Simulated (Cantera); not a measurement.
A closed system holds: 1 mol Si3N4, 0.0012 mol H2O, 3.2 mol H2, equilibrated at 1375 K.

Equilibrium computed with Cantera from the NASA thermochemical tables; the gas is ideal and each condensed phase is pure. Candidate condensed phases: H2O, Si, SiO2, Si2N2O, Si3N4; 35 gas species. Mutual solubility and eutectic melting of coexisting phases are not modelled. Rates play no part.

Problem. Which condensed phases are stable at each of these points (P (Pa)): 0.100, 2.50, 63, 1600, 40000, 1000000?

Solution. 
```tsv
P (Pa)	condensed phases	Si condensed (%)
0.100	Si(s)	99.9
2.50	Si(s) + Si3N4(s)	100.0
63	Si(s) + Si2N2O(s) + Si3N4(s)	100.0
1600	Si(s) + Si2N2O(s) + Si3N4(s)	100.0
40000	Si2N2O(s) + Si3N4(s)	100.0
1000000	Si2N2O(s) + Si3N4(s)	100.0
```

At 0.000750 Torr the condensed part is Si(s). At 0.0188 Torr the condensed part is Si(s) + Si3N4(s). From 0.473 Torr to 12.0 Torr the condensed part is Si(s) + Si2N2O(s) + Si3N4(s). From 300 Torr to 7500 Torr the condensed part is Si2N2O(s) + Si3N4(s).
